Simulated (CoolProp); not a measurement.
Saturation properties of octamethyltrisiloxane (MDM).

Computed with CoolProp (reference Helmholtz-energy equation of state, Thol 2017).

| T (K) | p (MPa) | vapour Z | surface tension (mN/m) |
|---|---|---|---|
| 280.8 | … | 0.9995 | 18.2 |
| 305.3 | 0.0007864 | 0.9982 | 15.9 |
| 329.7 | 0.003071 | 0.9946 | 13.8 |
| 354.1 | 0.009452 | 0.9870 | 11.7 |
| 378.5 | … | 0.9738 | 9.79 |
| 403 | … | … | 7.96 |
| 427.4 | … | … | … |
| 451.8 | … | 0.8826 | 4.69 |
| 476.2 | 0.3212 | 0.8291 | 3.28 |
| 500.6 | 0.5089 | 0.7590 | 2.03 |

Q: Some entries are withheld; supply them.

A: 
- 280.8, p (MPa): 0.0001465
- 378.5, p (MPa): 0.02419
- 403, p (MPa): 0.05372
- 403, vapour Z: 0.9530
- 427.4, p (MPa): 0.1061
- 427.4, vapour Z: 0.9231
- 427.4, surface tension (mN/m): 6.26
- 451.8, p (MPa): 0.1914

It boils at 425.6 K under 1 atm.

Surface tension comes from a separate correlation (Mulero 2014), older than this fluid's equation and unchecked against measurements.
